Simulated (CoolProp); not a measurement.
Model: reference Helmholtz-energy equation of state, Zhou 2011, in CoolProp.

**Question.** Give the vapour pressure (bar), liquid density (kg/m³), vapour density (kg/m³), enthalpy of vaporisation (kJ/kg) of saturated dimethyl carbonate at 168.15 °C.

**Answer.** 
```tsv
T (°C)	p (bar)	liquid density (kg/m³)	vapour density (kg/m³)	enthalpy of vaporisation (kJ/kg)
168.15	7.37	852	20.6	314
```
